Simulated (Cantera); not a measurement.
**Dilute partial oxidation**

An isothermal, constant-pressure homogeneous reactor starts with CH2O : O2 : N2 = 0.0077 : 0.0095 : 1 (molar parts), equivalence ratio 0.81, at 975 K and 7.90 bar.

Model: GRI-Mech 3.0 (53 species, 325 reactions), integrated in Cantera. Below about 1000 K GRI-Mech 3.0 lacks low-temperature oxidation paths.

| t (s) | x CH2O | x O2 | x C2H4 | x CH4 | x H2O | x N2O |
|---|---|---|---|---|---|---|
| 0.000400 | 0.00757 | 0.00934 | <1e-12 | <1e-12 | 9.03e-8 | <1e-12 |
| 0.00107 | 0.00755 | 0.00933 | <1e-12 | <1e-12 | 1.98e-6 | 1.32e-12 |
| 0.00286 | 0.00727 | 0.00912 | <1e-12 | 8.31e-12 | 7.86e-5 | 2.22e-11 |
| 0.00765 | 0.00322 | 0.00698 | <1e-12 | 2.44e-10 | 0.00235 | 2.42e-10 |
| 0.0205 | 1.80e-8 | 0.00541 | <1e-12 | 2.75e-10 | 0.00660 | 5.05e-9 |
| 0.0547 | 5.21e-10 | 0.00519 | <1e-12 | 2.14e-10 | 0.00681 | 9.60e-9 |
| 0.146 | 1.12e-10 | 0.00497 | <1e-12 | 1.72e-10 | 0.00694 | 1.48e-8 |
| 0.391 | 4.97e-11 | 0.00458 | <1e-12 | 1.10e-10 | 0.00714 | 2.64e-8 |
| 1.05 | 2.26e-11 | 0.00397 | <1e-12 | 4.29e-11 | 0.00737 | 5.22e-8 |
| 2.80 | 7.48e-12 | 0.00324 | <1e-12 | 7.80e-12 | 0.00751 | 1.01e-7 |
| 7.48 | 1.80e-12 | 0.00251 | <1e-12 | <1e-12 | 0.00756 | 1.77e-7 |
| 20.0 | <1e-12 | 0.00199 | <1e-12 | <1e-12 | 0.00757 | 2.45e-7 |
x: mole fraction; the columns are a selection and need not sum to one.

Equilibrium at this temperature and pressure: CH2O <1e-12, O2 0.00177, C2H4 <1e-12, CH4 <1e-12, H2O 0.00757, N2O 6.44e-10 (gas phase only).
